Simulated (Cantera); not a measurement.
Charge: 1 mol SiH₄, 32 mol N₂, 0.12 mol H₂, at 170 Pa.

Cantera equilibrium calculation (NASA polynomials, part measured and part estimated; ideal gas, pure solids and liquids). Candidate condensed phases: Si, Si₃N₄; 18 gas species. Rates play no part.

Which condensed phases are stable at each of these points (T (K)): 1948, 1973, 1998, 2023, 2048, 2073, 2098, 2123, 2148, 2173?


| T (K) | condensed phases | Si condensed (%) |
|---|---|---|
| 1948 | Si(l) | 48.9 |
| 1973 | Si(l) | 30.4 |
| 1998 | Si(l) | 5.7 |
| 2023 | gas only | 0.0 |
| 2048 | gas only | 0.0 |
| 2073 | gas only | 0.0 |
| 2098 | gas only | 0.0 |
| 2123 | gas only | 0.0 |
| 2148 | gas only | 0.0 |
| 2173 | gas only | 0.0 |

From 1948 K to 1998 K the condensed part is Si(l). From 2023 K to 2173 K nothing is condensed.
